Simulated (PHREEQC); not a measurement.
A solution holds 0.0043 mol KBr and 3.1e-05 mol MnCl2 per kg of water, at 25 °C. Closed to the air; pH follows from the charge balance.

Computed with PHREEQC (ion-association model, phreeqc.dat).

Each row changes one thing in this solution. No solid was allowed to form.

| case | pH | MnOH+ (mol/kgw) | MnCl+ (mol/kgw) |
|---|---|---|---|
| as made | 6.98 | 6.24e-9 | 5.93e-9 |
| diluted 2-fold with water | 6.99 | 3.35e-9 | 1.60e-9 |
| KBr from 0.0043 to 0.00645 mol/kgw | 6.98 | 6.00e-9 | 5.62e-9 |
| KBr left out | 6.98 | 7.38e-9 | 7.48e-9 |
| MnCl2 from 3.1e-05 to 3.1e-06 mol/kgw | 7.00 | 6.42e-10 | 5.95e-11 |
| temperature from 25 to 75 °C | 6.32 | 4.37e-8 | 5.76e-9 |
| KBr from 0.0043 to 0.00387 mol/kgw | 6.98 | 6.30e-9 | 6.01e-9 |

At this temperature some constants are extrapolated from 25 °C, and those without enthalpy data are left unchanged.
